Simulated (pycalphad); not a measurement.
Solubility of C in β-boron B

CALPHAD calculation (pycalphad, COST 507 light-alloy database (1999)), 1 atm. These are 1990s assessments: newer ones move some temperatures and phases. Diffusion is slow at the low end, where real alloys seldom reach equilibrium.

Each column gives the C content (at.%) of the matrix in two-phase equilibrium with that one phase alone, all others suspended, so the columns of phases that are not stable there are metastable solubilities; "dissolved" means that the alloy named is a single phase.

```tsv
T (°C)	against B4C	against graphite	stable phases of B-4.2C (at.%)
227	0.15	3.8	B4C + β-boron
457	0.36	3.8	B4C + β-boron
687	0.55	3.9	B4C + β-boron
1147	0.88	3.9	B4C + β-boron
1377	1.0	4.0	B4C + β-boron
1607	1.2	4.0	B4C + β-boron
1847	1.3	4.0	B4C + β-boron
2077	1.4	4.0	B4C + β-boron
```

### Question
Fit ln x(C) against 1/T for the solubility against B4C (mole fractions, points under 5 at.%).

### Answer
The slope gives Q ≈ 12 kJ per mole of dissolved C, with a prefactor of about 0.024; the line misses the points by up to 4.8 %.

Database names, with the compositions (at.%) that they take in these runs: B4C: B 90-93 C 7-10.
